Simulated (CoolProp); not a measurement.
Nitrous oxide along the isotherm 23.95 °C: Z from the reference equation and from simpler models built on Tc = 36.4 °C, pc = 72.45 bar, ω = 0.161; each cubic takes its own stable root.

Computed with CoolProp (reference Helmholtz-energy equation of state, Lemmon 2006). It is a short technical equation, of lower accuracy than the large ones.

| p (bar) | phase | reference | van der Waals | Soave-Redlich-Kwong | Peng-Robinson |
|---|---|---|---|---|---|
| 8.36 | gas | 0.9531 | 0.9609 | 0.9539 | 0.9493 |
| 16.7 | gas | 0.9027 | 0.9189 | 0.9045 | 0.8956 |
| 25.1 | gas | 0.8473 | 0.8727 | 0.8504 | 0.8372 |
| 33.4 | gas | 0.7859 | 0.8220 | 0.7910 | 0.7737 |
| 41.8 | gas | 0.7135 | 0.7630 | 0.7214 | 0.7003 |
| 50.2 | gas | 0.6210 | 0.6911 | 0.6343 | … |
| 58.5 | liquid | … | 0.5906 | 0.1667 | 0.1485 |
| 66.9 | liquid | 0.1527 | 0.2412 | 0.1821 | 0.1624 |
| 75.2 | liquid | 0.1684 | 0.2581 | 0.1980 | 0.1768 |
| 83.6 | liquid | 0.1843 | 0.2774 | 0.2143 | 0.1914 |
| 92 | liquid | … | 0.2974 | 0.2306 | 0.2060 |
| 100 | liquid | 0.2150 | 0.3167 | 0.2461 | 0.2199 |
| 109 | liquid | 0.2316 | … | 0.2634 | 0.2354 |

Task: Some entries are withheld; supply them.

Result: 
- 50.2, Peng-Robinson: 0.6097
- 58.5, reference: 0.1368
- 92, reference: 0.2000
- 109, van der Waals: 0.3386

At some of these states van der Waals gives the other phase, because its saturation line lies elsewhere.
